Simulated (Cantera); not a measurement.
A freely propagating, adiabatic, planar premixed flame of H2 : O2 : N2 = 1 : 0.312 : 1.17 (molar parts), unburnt at 425 K and 113 Torr; mixture-averaged transport, grid criteria slope 0.08 and curve 0.16, no radiation.

Cantera simulation using the H2/O2 subset of GRI-Mech 3.0, which has no nitrogen chemistry; the numbers are that mechanism's predictions, not measurements. Burning velocities carry a grid error of a few per cent, more on coarse grids.

Task: What does this change do: H2 1 to 1.3 parts?

Result: 
| quantity | before | after |
|---|---|---|
| laminar burning velocity | 410 cm/s | 403 cm/s |
| thermal thickness | 4.78 mm | 4.80 mm |
| peak x(OH) | 0.00832 | 0.00357 |
| peak x(H2O2) | 1.05e-5 | 8.60e-6 |
| peak x(O) | 0.00676 | 0.00398 |

Task: What does this change do: inlet temperature 425 to 575 K?

Result: 
```
quantity                    before     after
------------------------  --------  --------
laminar burning velocity  410 cm/s  654 cm/s
thermal thickness          4.78 mm   5.20 mm
peak x(OH)                 0.00832    0.0102
peak x(H2O2)               1.05e-5   9.67e-7
peak x(O)                  0.00676   0.00786
```
